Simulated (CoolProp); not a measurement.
A closed Brayton cycle with carbon dioxide: compressor inlet 330.15 K and 9.8 MPa, high pressure 24.8 MPa, turbine inlet 845 K, compressor efficiency 0.89, turbine efficiency 0.85, recuperator effectiveness 0 (on enthalpy, no pinch check). Each further row changes one setting.

Values from CoolProp's reference Helmholtz-energy equation of state, Span 1996.

```json
[
 {"case": "as stated", "thermal efficiency (%)": "12.8", "net work (kJ/kg)": "76.4", "compressor to turbine work": "0.36", "compressor exit (K)": "400.5", "turbine exit (K)": "737.4"},
 {"case": "turbine inlet 795 K", "thermal efficiency (%)": "12.8", "net work (kJ/kg)": "68.5", "compressor to turbine work": "…", "compressor exit (K)": "400.5", "turbine exit (K)": "691.1"},
 {"case": "compressor inlet 340.15 K", "thermal efficiency (%)": "12.4", "net work (kJ/kg)": "69.9", "compressor to turbine work": "…", "compressor exit (K)": "…", "turbine exit (K)": "737.4"},
 {"case": "high pressure 21.1 MPa", "thermal efficiency (%)": "…", "net work (kJ/kg)": "…", "compressor to turbine work": "0.34", "compressor exit (K)": "…", "turbine exit (K)": "…"},
 {"case": "recuperator effectiveness 0.5", "thermal efficiency (%)": "19.2", "net work (kJ/kg)": "76.4", "compressor to turbine work": "0.36", "compressor exit (K)": "400.5", "turbine exit (K)": "737.4"}
]
```

**Question.** Some entries are withheld; supply them.

**Answer.** 
- turbine inlet 795 K, compressor to turbine work: 0.38
- compressor inlet 340.15 K, compressor to turbine work: 0.41
- compressor inlet 340.15 K, compressor exit (K): 418.5
- high pressure 21.1 MPa, thermal efficiency (%): 10.8
- high pressure 21.1 MPa, net work (kJ/kg): 65.8
- high pressure 21.1 MPa, compressor exit (K): 388.1
- high pressure 21.1 MPa, turbine exit (K): 755.7
